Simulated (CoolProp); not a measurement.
Vapour-liquid equilibrium of CHF3 (R23) (1) + sulfur hexafluoride (2) at 256.4 K; x and y are mole fractions of (1).

Values from CoolProp's multi-fluid Helmholtz-energy mixture model, Penoncello 2003 and Guder 2009; pair parameters Bell 2016.

```
x      bubble pressure (bar)  y at the bubble point  dew pressure at overall composition x (bar)  liquid density (mol/L)
-----  ---------------------  ---------------------  -------------------------------------------  ----------------------
0.05                   9.099                  0.171                                        8.028                   11.52
0.125                  10.78                  0.321                                        8.666                   11.68
0.2                    12.02                  0.413                                        9.393                   11.86
0.275                  12.97                  0.479                                        10.22                   12.06
0.35                   13.71                  0.531                                        11.15                   12.29
0.425                  14.31                  0.577                                        12.19                   12.55
0.5                    14.79                  0.619                                        13.27                   12.85
0.575                  15.19                  0.662                                        14.28                   13.21
0.65                   15.50                  0.706                                        15.09                   13.61
0.725                  15.72                  0.753                                        15.61                   14.08
0.8                    15.84                  0.807                                        15.83                   14.61
0.875                  15.82                  0.868                                        15.81                   15.22
0.95                   15.65                  0.942                                        15.62                   15.90
```

y crosses x between x = 0.8 and 0.875: the model has an azeotrope there.

The pair parameters rest on a limited set of measurements; away from them the model extrapolates.
